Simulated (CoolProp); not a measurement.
Properties of benzene at several states (Tc = 288.9 °C, pc = 4.906 MPa, ω = 0.211).

The numbers come from the reference Helmholtz-energy equation of state, Thol 2012 in CoolProp.

```tsv
T (°C)	p (MPa)	phase	density (kg/m³)	isothermal compressibility (1/MPa)	viscosity (µPa s)	fugacity coefficient
211.15	3.75	liquid	649.4	0.007163	112	0.3914
257.15	26.3	liquid	666.8	0.004011	120	0.1745
329.55	0.0848	gas	1.328	11.85	15.1	0.9953
95.35	10.4	liquid	809.6	0.001510	305	0.02016
277.85	0.0456	gas	0.7801	22.00	13.8	0.9966
```

Viscosity comes from a separate model (Avgeri 2014).
